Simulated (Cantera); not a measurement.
Source: NASA polynomial tables (part measured, part estimated), evaluated in Cantera. Values are per mole of reaction as written; species without (g) are pure solids or liquids, kept so even where they would boil at 1 bar.

Between 848 and 1248 K, where is each reaction favourable under standard conditions?
- O(g) + 2 Li(g) → Li2O


- O(g) + 2 Li(g) → Li2O: ΔG° is -827 kJ at 848 K and -671 kJ at 1248 K; it stays negative (K > 1). ΔH° is -1151 kJ and ΔS° -385 J/K at 1248 K.
